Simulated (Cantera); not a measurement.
A perfectly stirred reactor is fed with 9.21 % CO, 2.58 % H2, 0.857 % CH4, 16.6 % O2, 62.2 % N2, 8.57 % CO2, equivalence ratio 0.46, at 19.0 bar; it is adiabatic with a 325 K inlet, and is followed from long to short residence time, starting on the burning branch (τ in s: 0.037, 0.018, 0.0088, 0.0043, 0.0021, 0.001, 0.0005, 0.00024, 0.00012, 5.8e-05).

Model: GRI-Mech 3.0 (53 species, 325 reactions), integrated in Cantera. The pressure lies above the range GRI-Mech 3.0 was tuned for (to about 10 atm).

Question: Predict: blow-out, bracketed by the residence times tried; x(CO) at τ = 37.0 ms; x(H2) at τ = 37.0 ms; x(CH4) at τ = 37.0 ms; x(NO) at τ = 37.0 ms; x(CO) at τ = 1.00 ms; x(H2) at τ = 1.00 ms; x(CH4) at τ = 1.00 ms.

Answer: 
```
Quantity                                                                      Result
------------------------------------------------  ----------------------------------
blow-out, bracketed by the residence times tried  burning at 8.80 ms, out at 4.30 ms
x(CO) at τ = 37.0 ms                                                         0.00196
x(H2) at τ = 37.0 ms                                                         5.51e-5
x(CH4) at τ = 37.0 ms                                                        1.64e-5
x(NO) at τ = 37.0 ms                                                         6.11e-7
x(CO) at τ = 1.00 ms                                                          0.0921
x(H2) at τ = 1.00 ms                                                          0.0258
x(CH4) at τ = 1.00 ms                                                        0.00857
```
